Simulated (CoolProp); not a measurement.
Values from CoolProp's reference Helmholtz-energy equation of state, Gao 2020.

**Question.** Give the vapour pressure (bar), vapour density (kg/m³), surface tension (mN/m) of saturated ammonia at -31.35 °C.

**Answer.** 
```
T (°C)  p (bar)  vapour density (kg/m³)  surface tension (mN/m)
------  -------  ----------------------  ----------------------
-31.35     1.12                   0.975                    33.7
```

Surface tension comes from a separate correlation (Mulero 2012).
